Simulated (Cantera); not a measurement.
Input: 1 mol (CH3)2SiCl2, 2.4 mol HCl, 3.1 mol H2, at 0.133 bar.

Cantera equilibrium calculation (NASA polynomials, part measured and part estimated; ideal gas, pure solids and liquids). Candidate condensed phases: C, C6H6, C7H8, C8H18, Si, SiC; 109 gas species. The feed counts by its element totals alone. The numbers say what is thermodynamically allowed, not how fast it happens.

Task: What share of the Si ends up in condensed phases as a function of T (°C), at 1100, 1150, 1200, 1250, 1300, 1350, 1400, 1450, 1500, 1550?

Result: 
```json
[
 {"T (°C)": "1100", "Si condensed (%)": "76.5", "as": "SiC(s)"},
 {"T (°C)": "1150", "Si condensed (%)": "80.5", "as": "SiC(s)"},
 {"T (°C)": "1200", "Si condensed (%)": "82.9", "as": "SiC(s)"},
 {"T (°C)": "1250", "Si condensed (%)": "84.0", "as": "SiC(s)"},
 {"T (°C)": "1300", "Si condensed (%)": "83.9", "as": "SiC(s)"},
 {"T (°C)": "1350", "Si condensed (%)": "83.0", "as": "SiC(s)"},
 {"T (°C)": "1400", "Si condensed (%)": "81.6", "as": "SiC(s)"},
 {"T (°C)": "1450", "Si condensed (%)": "79.7", "as": "SiC(s)"},
 {"T (°C)": "1500", "Si condensed (%)": "77.6", "as": "SiC(s)"},
 {"T (°C)": "1550", "Si condensed (%)": "75.2", "as": "SiC(s)"}
]
```
